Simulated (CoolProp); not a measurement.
Vapour-liquid equilibrium of R141b (1) + n-pentane (2) at 399.2 K; x and y are mole fractions of (1).

Values from CoolProp's multi-fluid Helmholtz-energy mixture model, Lemmon 2006 and Thol 2019; pair parameters Bell 2016.

```
x      bubble pressure (bar)  y at the bubble point  dew pressure at overall composition x (bar)  liquid density (mol/L)
-----  ---------------------  ---------------------  -------------------------------------------  ----------------------
0.05                   10.50                  0.067                                        10.43                   6.989
0.125                  10.84                  0.157                                        10.72                   7.069
0.2                    11.11                    ___                                        10.99                   7.157
0.275                  11.34                  0.314                                        11.23                   7.253
0.35                   11.52                  0.384                                        11.43                     ___
0.425                  11.66                  0.453                                        11.60                   7.468
0.5                    11.76                  0.520                                        11.73                   7.588
0.575                  11.83                    ___                                        11.82                   7.715
0.65                   11.86                  0.654                                        11.86                     ___
0.725                  11.87                  0.723                                        11.87                   7.994
0.8                    11.84                  0.794                                        11.84                   8.145
0.875                  11.79                  0.868                                        11.78                   8.304
0.95                   11.71                  0.946                                        11.70                   8.470
```

Question: Fill in the missing entries.

Answer: 
- 0.2, y at the bubble point: 0.238
- 0.35, liquid density (mol/L): 7.357
- 0.575, y at the bubble point: 0.587
- 0.65, liquid density (mol/L): 7.851

y crosses x between x = 0.65 and 0.725: the model has an azeotrope there.

The pair parameters rest on a limited set of measurements; away from them the model extrapolates.
